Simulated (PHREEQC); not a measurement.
PHREEQC input (ion-association model, wateq4f.dat):

```
SOLUTION_MASTER_SPECIES
  An  An-  0  An  62.0  # stands for a non-complexing anion
SOLUTION_SPECIES
  An- = An-
    -log_k 0
    -gamma 3.0 0
PHASES
  Fix_H+
    H+ = H+
    -log_k 0
SOLUTION 1
  temp 25
  units mmol/kgw
  pH 7 charge
  B 0.006
  Cl 0.74088
  Ba 0.37
  Mg 0.00044
  Na 50
  An 50
END
SELECTED_OUTPUT 1
  -reset false
  -pH true
  -pe true
  -ionic_strength true
  -water true
  -totals B Ba Cl Mg Na
  -molalities Hfo_wOH Hfo_wOH2+ Hfo_wO- Hfo_sOH Hfo_sOH2+ Hfo_sO- Hfo_wH2BO3 Hfo_wOMg+ Hfo_sOHBa+2 Hfo_wOBa+
  -saturation_indices Brucite Halite
USER_PUNCH 1
  -headings sigma psi
  10 PUNCH EDL("sigma", "Hfo"), EDL("psi", "Hfo")
PRINT
  -reset false
USE solution 1
SURFACE 1
  Hfo_wOH 0.000404494 600 0.18
  Hfo_sOH 1.01124e-05
EQUILIBRIUM_PHASES 1
  Fix_H+ -3 HAn 10
    -force_equality true
  O2(g) -0.68 10
END
# ... the last block is repeated for the other 16 points of pH, with NaOH or the acid as the point needs
```

Selected output (columns that matter, 12 of 17 rows; pH added in front):

```
pH	mu	B	Ba	Mg	Na	m_Hfo_wOH	m_Hfo_wOH2+	m_Hfo_wO-	m_Hfo_sOH	m_Hfo_sOH2+	si_Brucite	si_Halite	sigma	psi
3	0.052485	5.9996e-06	0.00037	4.4e-07	0.05	1.4198e-05	0.00039028	1.1832e-08	3.5494e-07	9.7571e-06	-17.518	-6.1909	0.35741	0.16864
3.38	0.051792	5.9992e-06	0.00037	4.4e-07	0.05	3.0384e-05	0.00037405	5.6538e-08	7.5959e-07	9.3513e-06	-16.757	-6.19	0.3425	0.1668
4.12	0.051358	5.9976e-06	0.00037	4.4e-07	0.05	9.4747e-05	0.00030908	6.6536e-07	2.3686e-06	7.7266e-06	-15.276	-6.1894	0.28244	0.15715
4.5	0.051282	5.9965e-06	0.00037	4.4e-07	0.05	0.00013959	0.0002632	1.6961e-06	3.4893e-06	6.5791e-06	-14.516	-6.1893	0.23949	0.14875
5.25	0.051205	5.9944e-06	0.00036999	4.4e-07	0.05	0.00022223	0.00017582	6.4352e-06	5.5482e-06	4.3894e-06	-13.015	-6.1892	0.15514	0.1267
5.62	0.051181	5.9936e-06	0.00036996	4.3999e-07	0.05	0.00025284	0.00014129	1.0365e-05	6.2934e-06	3.5168e-06	-12.275	-6.1892	0.11996	0.11374
6.38	0.051147	5.9926e-06	0.00036949	4.3986e-07	0.05	0.00029176	9.1388e-05	2.1339e-05	6.9296e-06	2.1706e-06	-10.755	-6.1891	0.064976	0.083655
6.75	0.051132	5.9924e-06	0.0003684	4.3935e-07	0.05	0.00030166	7.5038e-05	2.7782e-05	6.3485e-06	1.5792e-06	-10.016	-6.1891	0.045971	0.067689
7.5	0.0511	5.9923e-06	0.00036269	4.2665e-07	0.05	0.00031028	5.0407e-05	4.3755e-05	2.1743e-06	3.5323e-07	-8.5287	-6.1891	0.019027	0.034267
7.88	0.051098	5.9926e-06	0.00036064	3.8196e-07	0.050011	0.00031001	4.2559e-05	5.1731e-05	6.7499e-07	9.2665e-08	-7.8168	-6.189	0.0084534	0.016113
8.62	0.051111	5.9941e-06	0.00035704	1.0034e-07	0.050045	0.00030292	3.1418e-05	6.6906e-05	4.3083e-08	4.4685e-09	-6.9176	-6.1887	-0.010842	-0.020459
9	0.051115	5.9958e-06	0.00034759	2.8006e-08	0.050084	0.00028801	2.3757e-05	7.9989e-05	1.2208e-08	1.007e-09	-6.7124	-6.1884	-0.02083	-0.037054
```

Complexes and solids missing from the database can't appear. The oxide is taken as insoluble; below pH 4 it would dissolve.
